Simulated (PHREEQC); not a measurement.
Make-up at 25 °C: 0.0016 mol CuSO4, 6.7e-05 mol ZnCl2, 0.0016 mol LiNO3 and 0.016 mol Ni(NO3)2 per kg of water. Closed to the air; pH follows from the charge balance.

All values are PHREEQC results (ion-association model, wateq4f.dat), not measurements.

This is a speciation only: nothing precipitates in the calculation.

Task: Estimate the pH.

Result: pH 5.27.

Task: In which forms is Cu present?

Result: Cu+2 96 %, CuSO4 4.0 % of the Cu.

Examples of supersaturated solids here: Brochantite. Others may be too.
